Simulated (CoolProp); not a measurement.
Vapour pressure (kPa) of R1224YDZ: the reference equation beside estimates from Tc = 428.7 K, pc = 3334 kPa, ω = 0.325. Clausius-Clapeyron is anchored at 275.6 K with a constant enthalpy of vaporisation of 26.03 kJ/mol.

Computed with CoolProp (reference Helmholtz-energy equation of state, Akasaka 2023).

```csv
T (K),reference,Lee-Kesler,Clausius-Clapeyron,van der Waals,Soave-Redlich-Kwong
261.9,32.76,32.47,33.78,321.2,32.71
275.6,61.20,60.83,61.20,426.6,61.01
289.4,106.9,106.6,105.2,554.1,106.6
303.2,175.8,175.8,172.1,704.4,175.6
317,274.8,275.3,269.7,879.0,275.3
330.8,411.6,412.8,407.2,1079,413.6
344.5,592.9,594.6,593.3,1305,597.6
358.3,830.3,832.3,841.9,1560,839.5
```

Absolute difference from the reference over all 8 rows, mean and median: Lee-Kesler 0.3 and 0.3 %, Clausius-Clapeyron 1.4 and 1.5 %, van der Waals 348.3 and 260.3 %, Soave-Redlich-Kwong 0.4 and 0.3 %.
